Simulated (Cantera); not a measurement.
Input (Python, Cantera) and output of one run.

```python
import numpy as np
import cantera as ct

gas_names = [...]  # 62 gases of nasa_gas.yaml made of B, F, H, N, O
cond_names = """
    B(b) B(L) BN(s) B2O3(L) B3O3H3(cr) H2O(s) H2O(L)
""".split()


# ... load() reads the species with a 1 bar reference pressure and builds the phases ...
atoms = {
    'BF3': {'B': 1, 'F': 3},
    'H2O': {'H': 2, 'O': 1},
    'N2': {'N': 2},
}
top_T = {'BN(s)': 3200}  # K; cautious upper limits of use, not melting points


# ... equilibrate(T, P, feed) seeds the gas with the atoms and calls Mixture.equilibrate('TP', solver="vcs", rtol=1e-11, max_steps=5000) ...
results = []
feed = {'BF3': 1, 'H2O': 0.29, 'N2': 1}  # mol
P = 100000  # Pa
for T in [750, 900, 1050, 1200, 1350, 1500, 1650, 1800, 1950, 2100, 2250, 2400]:
    mix = equilibrate(T, P, feed)
    results.append((T, P, feed, dict(zip(mix.species_names, mix.species_moles))))

top = {s: max(r[3][s] / sum(r[3][g] for g in gas_names) for r in results) for s in gas_names}
cols = sorted((s for s in top if top[s] > 0.001), key=lambda s: -top[s])[:5]
seen = [c for c in cond_names if any(r[3].get(c, 0) > 1e-12 for r in results)]
print("log10 of partial pressures in bar; condensed amounts in mol")
print(f"{'T/K':>10s}" + "".join(f"{s[:9]:>10s}" for s in cols + seen))
for T, P, feed, n in results:
    ng = sum(n[g] for g in gas_names)
    print(f"{T:10.4g}" + "".join(f"{np.log10(max(n[s] / ng * P / 1e5, 1e-99)):10.3f}" for s in cols)
          + "".join(f"{n.get(c, 0):10.4g}" for c in seen))
```

It prints:

```
log10 of partial pressures in bar; condensed amounts in mol
       T/K        N2       BF3        HF       BOF       H2O
       750    -0.363    -0.389    -1.293    -7.918    -1.004
       900    -0.366    -0.408    -1.094    -5.688    -1.074
      1050    -0.368    -0.427    -0.961    -4.114    -1.159
      1200    -0.370    -0.445    -0.871    -2.946    -1.250
      1350    -0.374    -0.462    -0.808    -2.060    -1.353
      1500    -0.385    -0.485    -0.761    -1.419    -1.499
      1650    -0.400    -0.520    -0.713    -1.078    -1.767
      1800    -0.408    -0.545    -0.673    -0.985    -2.183
      1950    -0.410    -0.555    -0.657    -0.962    -2.636
      2100    -0.411    -0.558    -0.652    -0.955    -3.057
      2250    -0.412    -0.560    -0.650    -0.953    -3.433
      2400    -0.412    -0.562    -0.650    -0.954    -3.765
```

Method: chemical equilibrium by Gibbs-energy minimisation in Cantera with the NASA 1993 tables (ideal gas, pure condensed phases). The tables' values for BF2 are old estimates; treat these amounts as uncertain. Gases not in the tables: H3BO3.
